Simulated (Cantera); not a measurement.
A freely propagating, adiabatic, planar premixed flame of 58.2 % H₂, 10.4 % O₂, 31.4 % N₂, unburnt at 423 K and 760 Torr; mixture-averaged transport, grid criteria slope 0.08 and curve 0.16, no radiation.

Detailed kinetics in Cantera: the H2/O2 subset of GRI-Mech 3.0, which has no nitrogen chemistry. Burning velocities carry a grid error of a few per cent, more on coarse grids.

Q: Predict: laminar burning velocity; thermal thickness; peak x(OH); peak x(O); peak x(H₂O₂).

A: 
```json
{
 "laminar_burning_velocity": "505 cm/s",
 "thermal_thickness": "0.404 mm",
 "peak x(OH)": "0.00161",
 "peak x(O)": "0.00180",
 "peak x(H₂O₂)": "3.56e-5"
}
```
